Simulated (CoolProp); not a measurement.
Sulfur dioxide at 298.15 K and 15.4 MPa is throttled through a valve to 8.05 MPa with no heat exchange. Each further row changes one setting.

Computed with CoolProp (reference Helmholtz-energy equation of state, Gao 2016).

| case | temperature change (K) | final density (kg/m³) |
|---|---|---|
| as stated | +1.7 | 1380 |
| outlet pressure 2.42 MPa | +2.9 | 1360 |
| outlet pressure 10.5 MPa | +1.1 | 1380 |
